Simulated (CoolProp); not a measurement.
The fluid at 293.15 K and 0.219 MPa is compressed adiabatically to 0.861 MPa with isentropic efficiency 0.75. The same conditions are run with several fluids, on thermodynamics alone (safety and materials aside).

Model: reference Helmholtz-energy equation of state of each fluid (sulfur dioxide: Gao 2016; CH2F2 (R32): Tillner-Roth 1997; R507A: Lemmon 2003; R227EA: Lemmon 2016; chloromethane (R40): Thol 2014), in CoolProp. Blends and air are pseudo-pure fits.

```json
[
 {"fluid": "sulfur dioxide", "work (kJ/kg)": "76.5", "final temperature (K)": "414.3", "final density (kg/m³)": "16.8"},
 {"fluid": "CH2F2 (R32)", "work (kJ/kg)": "94.1", "final temperature (K)": "401.4", "final density (kg/m³)": "13.9"},
 {"fluid": "R507A", "work (kJ/kg)": "45.3", "final temperature (K)": "349.5", "final density (kg/m³)": "32.0"},
 {"fluid": "R227EA", "work (kJ/kg)": "24.2", "final temperature (K)": "331.7", "final density (kg/m³)": "65.0"},
 {"fluid": "chloromethane (R40)", "work (kJ/kg)": "96.2", "final temperature (K)": "407.3", "final density (kg/m³)": "13.5"}
]
```
